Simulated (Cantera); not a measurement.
An isothermal, constant-pressure homogeneous reactor starts with 70.4 % CH4, 29.6 % H2O, at 1725 K and 100.0 Torr.

Cantera simulation using GRI-Mech 3.0 (53 species, 325 reactions); the numbers are that mechanism's predictions, not measurements. GRI-Mech 3.0 stops at C3 and has no aromatics, soot or wall deposition, so with more carbon than oxygen in the feed, carbon stays in small species such as C2H2 where larger ones or solid carbon would form.

One state of this run: x CH4 = 0.0649; x H2O = 0.171; x H = 0.000335; x HCO = 7.47e-9; x CH3 = 0.000764. x: mole fraction; the columns are a selection and need not sum to one.

Q: Which value of t (s) does it belong to?
A) 0.0793
B) 0.000745
C) 3.32e-5
D) 0.000157

A: A, 0.0793
